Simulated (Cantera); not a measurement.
Charge: 1 mol Na₂CO₃, 7.4 mol O₂, 0.052 mol CO₂, at 1.00 bar.

These are equilibrium values from Cantera (NASA tables, ideal gas, pure condensed phases), not measurements of a reactor. Candidate condensed phases: C, Na, NaO₂, Na₂CO₃, Na₂O, Na₂O₂; 16 gas species. Rates play no part.

x: gas mole fraction; n: condensed amount in mol.

```tsv
T (°C)	x O₂	x Na	x CO₂	x NaO	n Na₂CO₃(s)	n Na₂CO₃(l)
700	0.993	<1e-12	0.00698	<1e-12	1.00	0
775	0.993	3.04e-11	0.00698	___	1.00	0
850	0.993	1.00e-9	0.00698	___	1.00	0
925	0.993	1.89e-8	0.00698	___	0	1.00
1000	0.993	2.49e-7	0.00698	___	0	1.000
1075	0.993	2.42e-6	0.00698	___	0	1.000
1150	0.993	1.83e-5	0.00699	___	0	1.000
1225	0.993	0.000111	0.00705	___	0	0.999
1300	0.992	0.000554	0.00731	___	0	0.997
1375	0.989	0.00225	0.00833	___	0	0.990
1450	0.980	0.00734	0.0113	___	0	0.966
1525	0.958	0.0195	0.0184	___	0	0.909
1600	0.914	0.0446	0.0330	___	0	0.782
```

Task: Fill in the missing entries.

Result: 
- 775, x NaO: 1.77e-11
- 850, x NaO: 4.85e-10
- 925, x NaO: 7.83e-9
- 1000, x NaO: 8.95e-8
- 1075, x NaO: 7.69e-7
- 1150, x NaO: 5.19e-6
- 1225, x NaO: 2.85e-5
- 1300, x NaO: 0.000130
- 1375, x NaO: 0.000486
- 1450, x NaO: 0.00146
- 1525, x NaO: 0.00358
- 1600, x NaO: 0.00751
